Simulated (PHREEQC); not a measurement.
Solution (25 °C and 500 atm): 3.7 mmol/kgw CuCl2, 2.1 mmol/kgw HNO3 and 36 mmol/kgw Na2SO4. Closed to the air; pH follows from the charge balance.

Equilibrium calculation in PHREEQC: ion-association model, phreeqc.dat.

```tsv
quantity	before	after
pH	2.98	3.09
Cu+2 (mol/kgw)	0.00233	0.00211
CuSO4 (mol/kgw)	0.00135	0.00158
HSO4- (mol/kgw)	0.000848	0.00109
```

Question: Name the change that produced these shifts.
(A) Na2SO4 replaced by MgSO4 at the same molality
(B) temperature from 25 to 70 °C
(C) Na2SO4 from 0.036 to 0.0324 mol/kgw
(D) Na2SO4 from 0.036 to 0.072 mol/kgw

Answer: D, Na2SO4 from 0.036 to 0.072 mol/kgw

Precipitation was switched off in this run. Under pressure, the constants of complexes without a molar volume in the database are unreliable.
